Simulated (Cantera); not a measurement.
**Ammonia decomposition in nitride growth gas**

A perfectly stirred reactor is fed with NH₃ : H₂ = 1 : 16 (molar parts), at 0.197 atm; it is held at 2275 K, and followed from long to short residence time.

Detailed kinetics in Cantera: the gas-phase N/H chemistry of the illustrative SiF4/NH3 mechanism in the Surface Chemkin manual (1991). Walls and surfaces, which speed up NH3 decomposition in real reactors, are not modelled.

| τ (s) | x NH₃ | x H₂ | x H | x N₂H₄ | x N₂ |
|---|---|---|---|---|---|
| 0.93 | 0.000391 | 0.955 | 0.0175 | 6.57e-12 | 0.0273 |
| 0.34 | 0.000814 | 0.957 | 0.0154 | 2.22e-11 | 0.0271 |
| 0.13 | 0.00245 | 0.960 | 0.0109 | 9.92e-11 | 0.0264 |
| 0.048 | 0.0104 | 0.961 | 0.00597 | 5.38e-10 | 0.0227 |
| 0.018 | 0.0255 | 0.955 | 0.00409 | 1.56e-9 | 0.0155 |
| 0.0066 | 0.0418 | 0.947 | 0.00328 | 2.72e-9 | 0.00775 |
| 0.0025 | 0.0523 | 0.942 | 0.00278 | 3.09e-9 | 0.00281 |
| 0.00091 | 0.0572 | 0.940 | 0.00210 | 2.12e-9 | 0.000529 |
x: mole fraction; the columns are a selection and need not sum to one.
